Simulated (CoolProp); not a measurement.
Model: reference Helmholtz-energy equation of state, Lemmon 2006, in CoolProp. It is a short technical equation, of lower accuracy than the large ones.

### Question
Give the vapour pressure (bar), liquid density (kg/m³), enthalpy of vaporisation (kJ/kg), liquid cp (kJ/(kg K)) of saturated C3F8 (R218) at 249.3, 257.8, 274.8 K.

### Answer
```
T (K)  p (bar)  liquid density (kg/m³)  enthalpy of vaporisation (kJ/kg)  liquid cp (kJ/(kg K))
-----  -------  ----------------------  --------------------------------  ---------------------
249.3     1.76                    1560                               100                   1.01
257.8     2.44                    1520                              96.7                   1.03
274.8     4.37                    1450                              89.0                   1.08
```
